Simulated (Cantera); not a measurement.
Input: 1 mol Pb, 0.038 mol H2, 0.47 mol N2, 0.63 mol O2, equilibrated at 875 K and 7.80 mbar.

Method: chemical equilibrium by Gibbs-energy minimisation in Cantera with the NASA 1993 tables (ideal gas, pure condensed phases). Candidate condensed phases: H2O, Pb, PbO, PbO2, Pb3O4; 27 gas species. Equilibrium is a limit: real reactors are often held back by kinetics, nucleation or transport.

Base state: N2 0.759, O2 0.179, H2O 0.0614 (mole fractions); condensed: PbO(yellow).

### Question
What changes in the equilibrium state with this change: temperature from 875 K to 1350 K?

### Answer
| species | before | after |
|---|---|---|
| N2 | 0.759 | 0.651 |
| O2 | 0.179 | 0.157 |
| PbO | 3.30e-7 | 0.133 |
| H2O | 0.0614 | 0.0526 |
| Pb | <1e-9 | 0.00611 |
| OH | 1.79e-8 | 4.16e-5 |
| NO | 5.90e-6 | 0.000425 |
| PbO(yellow), mol | 1.00 | 0 |
| PbO(l), mol | 0 | 0.900 |
Gases not in the tables: (PbO)n polymers.
